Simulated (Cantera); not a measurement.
Source: NASA polynomial tables (part measured, part estimated), evaluated in Cantera. Values are per mole of reaction as written; species without (g) are pure solids or liquids, kept so even where they would boil at 1 bar. FeO: taken at fixed stoichiometry.

6 FeO + 9 H₂O₂(g) = 6 Fe(OH)₃ + 2 O₃(g)

```tsv
T (K)	ΔH° (kJ)	ΔS° (J/K)	ΔG° (kJ)	log10 K
1050	…	…	…	…
1150	-1735.8	-1210.0	-344.2	15.63
1250	-1717.6	-1194.8	-224.0	9.36
1350	-1699.8	-1181.2	-105.2	4.07
1450	…	…	…	…
```

Question: Some entries are withheld; supply them.

Answer: 
- 1050, ΔH° (kJ): -1754.1
- 1050, ΔS° (J/K): -1226.8
- 1050, ΔG° (kJ): -466.1
- 1050, log10 K: 23.18
- 1450, ΔH° (kJ): -1682.6
- 1450, ΔS° (J/K): -1168.9
- 1450, ΔG° (kJ): 12.3
- 1450, log10 K: -0.44
